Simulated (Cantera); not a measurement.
An adiabatic, constant-volume homogeneous reactor starts with CH4 : C2H6 : O2 : N2 = 1 : 0.12 : 3.78 : 27.2 (molar parts), equivalence ratio 0.64, at 1300 K and 165 Torr. Integrator tolerance rtol = 1e-08.

Detailed kinetics in Cantera: GRI-Mech 3.0 (53 species, 325 reactions).

Q: What does this change do: C2H6 0.12 to 0.16 parts?

A: 
```csv
quantity,before,after
time of steepest temperature rise,5.51 ms,4.17 ms
temperature at 0.800 s,2252 K,2288 K
equilibrium temperature,2252 K,2288 K
x(CH4) at 0.800 s,<1e-12 (gas-phase equilibrium <1e-12),<1e-12 (gas-phase equilibrium <1e-12)
x(C2H6) at 0.800 s,<1e-12 (gas-phase equilibrium <1e-12),<1e-12 (gas-phase equilibrium <1e-12)
x(O2) at 0.800 s,0.0391 (gas-phase equilibrium 0.0391),0.0350 (gas-phase equilibrium 0.0350)
x(NO) at 0.800 s,0.00623 (gas-phase equilibrium 0.00633),0.00645 (gas-phase equilibrium 0.00647)
x(O) at 0.800 s,0.00120 (gas-phase equilibrium 0.00120),0.00140 (gas-phase equilibrium 0.00140)
```

Q: What does this change do: O2 3.78 to 1.5 parts?

A: 
```json
[
 {"quantity": "time of steepest temperature rise", "before": "5.51 ms", "after": "25.4 ms"},
 {"quantity": "temperature at 0.800 s", "before": "2252 K", "after": "1885 K"},
 {"quantity": "equilibrium temperature", "before": "2252 K", "after": "1886 K"},
 {"quantity": "x(CH4) at 0.800 s", "before": "<1e-12 (gas-phase equilibrium <1e-12)", "after": "<1e-12 (gas-phase equilibrium <1e-12)"},
 {"quantity": "x(C2H6) at 0.800 s", "before": "<1e-12 (gas-phase equilibrium <1e-12)", "after": "<1e-12 (gas-phase equilibrium <1e-12)"},
 {"quantity": "x(O2) at 0.800 s", "before": "0.0391 (gas-phase equilibrium 0.0391)", "after": "9.81e-8 (gas-phase equilibrium 9.58e-8)"},
 {"quantity": "x(NO) at 0.800 s", "before": "0.00623 (gas-phase equilibrium 0.00633)", "after": "2.33e-5 (gas-phase equilibrium 3.94e-6)"},
 {"quantity": "x(O) at 0.800 s", "before": "0.00120 (gas-phase equilibrium 0.00120)", "after": "1.47e-7 (gas-phase equilibrium 1.43e-7)"}
]
```
